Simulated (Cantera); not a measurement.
Charge: 1 mol Si₃H₈, 4.9 mol H₂, equilibrated at 1250 °C and 3800 Pa.

These are equilibrium values from Cantera (NASA tables, ideal gas, pure condensed phases), not measurements of a reactor. Candidate condensed phases: Si; 9 gas species. The feed counts by its element totals alone. Equilibrium is a limit: real reactors are often held back by kinetics, nucleation or transport.

Problem. What is the equilibrium state?

Solution. 
| Quantity | Value |
|---|---|
| x(H₂) | 1.000 |
| x(H) | 0.000119 |
| x(SiH₂) | 2.00e-6 |
| n(Si(s)) | 3.00 mol |
| gas amount | 8.901 mol |
